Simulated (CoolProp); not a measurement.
The numbers come from the reference Helmholtz-energy equation of state, Thol 2014 in CoolProp.

Task: For diethyl ether, give the phase and the density (kg/m³), cv (kJ/(kg K)), speed of sound (m/s), Joule-Thomson coefficient (K/MPa) at 342.5 K and 11.6 MPa; 419.6 K and 11.6 MPa.

Result: 
- 342.5 K and 11.6 MPa: liquid; density 675, cv 1.85, speed of sound 896, Joule-Thomson coefficient -0.260
- 419.6 K and 11.6 MPa: liquid; density 579, cv 2.03, speed of sound 620, Joule-Thomson coefficient 0.00125
